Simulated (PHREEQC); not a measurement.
Consider water at 25 °C with 0.00019 mol Ni(NO3)2, 6.3e-06 mol NaCl and 0.00057 mol MnSO4 per kg of water. Closed to the air; pH follows from the charge balance.

Model: ion-association model, wateq4f.dat, run in PHREEQC.

Task: The ionic strength comes out as 0.00268 mol/kgw. What activity coefficients do Mn+2, Cl-, NO3-, Na+, Ni+2 get?

Result: Mn+2 0.80, Cl- 0.94, NO3- 0.94, Na+ 0.94, Ni+2 0.80.

This is a speciation only: nothing precipitates in the calculation.
